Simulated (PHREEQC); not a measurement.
## Alkaline etch or developer

A solution holds 0.056 mol NH3, 0.021 mol NaAlO2 and 0.012 mol (CH3)4NCl per kg of water, at 25 °C. Closed to the air; pH follows from the charge balance.

Computed with PHREEQC (ion-association model, wateq4f.dat).

Each row changes one thing in this solution. This is a speciation only: nothing precipitates in the calculation.

```csv
case,pH,ionic strength (mol/kgw),NH4+ (mol/kgw),SI of Halite (NaCl)
as made,10.99,0.0342,0.00117,-5.33
0.0016 mol/kgw Ca(OH)2 added,11.47,0.0381,0.000396,-5.34
NH3 from 0.056 to 0.28 mol/kgw,11.34,0.0356,0.00263,-5.33
NaAlO2 replaced by Na2SO4 at the same molality,11.01,0.0729,0.00118,-5.10
NH3 from 0.056 to 0.0112 mol/kgw,10.63,0.0335,0.000515,-5.33
NaAlO2 from 0.021 to 0.0042 mol/kgw,10.99,0.0173,0.00112,-5.99
temperature from 25 to 40 °C,10.54,0.0342,0.00120,-5.37
(CH3)4NCl replaced by MnCl2 at the same molality,10.46,0.0531,0.00386,-5.06
```

Some of these states are supersaturated (in Boehmite (slow to form), Gibbsite (slow to form), Pyrochroite, for instance). (CH3)4N+ isn't in the database: it is added as a free cation with an ion size of 4 Å. At this temperature some constants are extrapolated from 25 °C, and those without enthalpy data are left unchanged.
